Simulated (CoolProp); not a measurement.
Aqueous lithium chloride as a coolant, 15 % by mass, freezing at -23.9 °C, 1 atm.

Values from CoolProp's Melinder's fits for secondary coolants.

```tsv
T (°C)	density (kg/m³)	Prandtl number	cp (kJ/(kg K))	viscosity (mPa s)
-18.8	1092	38.7	3.291	5.96
-13.1	1091	30.0	3.314	4.66
-7.4	1091	23.8	3.337	3.74
-1.7	1090	19.4	3.360	3.07
4	1089	16.1	3.383	2.57
9.7	1088	13.7	3.406	2.20
15.4	1086	11.8	3.429	1.91
21.1	1085	10.2	3.452	1.67
26.8	1083	8.97	3.475	1.48
32.5	1081	7.92	3.498	1.31
```
